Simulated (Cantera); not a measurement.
A closed system holds: 1 mol Si, 0.022 mol N2O, 120 mol H2, held at 1973 K and 75.0 Torr.

These are equilibrium values from Cantera (NASA tables, ideal gas, pure condensed phases), not measurements of a reactor. Candidate condensed phases: H2O, Si, SiO2, Si2N2O, Si3N4; 35 gas species. Gases not in the tables: Si2H6 and higher silanes. Equilibrium is a limit: real reactors are often held back by kinetics, nucleation or transport.

Base state: H2 0.995, H 0.00426, Si 0.000316, SiO 0.000183, N2 0.000182, SiH2 9.04e-5, SiH 7.20e-5 (mole fractions); condensed: Si(l).

What changes in the equilibrium state with this change: pressure from 75.0 Torr to 4.88 Torr?


```tsv
species	before	after
H2	0.995	0.978
H	0.00426	0.0165
Si	0.000316	0.00485
Si3	6.65e-7	1.02e-5
Si2	3.06e-6	4.71e-5
Si(l), mol	0.919	0.327
```

What changes in the equilibrium state with this change: temperature from 1973 K to 1123.15 K?


| species | before | after |
|---|---|---|
| H2 | 0.995 | 1.00 |
| H | 0.00426 | 1.35e-7 |
| SiH2 | 9.04e-5 | 2.27e-9 |
| Si | 0.000316 | <1e-9 |
| N2 | 0.000182 | <1e-9 |
| SiO | 0.000183 | 1.12e-9 |
| SiH | 7.20e-5 | <1e-9 |
| Si(l), mol | 0.919 | 0 |
| Si(s), mol | 0 | 0.956 |
| Si2N2O(s), mol | 0 | 0.0220 |
Mutual solubility and eutectic melting of coexisting phases are not modelled.

What changes in the equilibrium state with this change: N2O from 0.022 to 1.2 mol?


| species | before | after |
|---|---|---|
| H2 | 0.995 | 0.976 |
| N2 | 0.000182 | 0.00980 |
| SiO | 0.000183 | 0.00817 |
| H2O | 1.35e-8 | 0.00163 |
| SiH2 | 9.04e-5 | 3.21e-8 |
| SiH | 7.20e-5 | 2.58e-8 |
| Si | 0.000316 | 1.14e-7 |
| Si(l), mol | 0.919 | 0 |
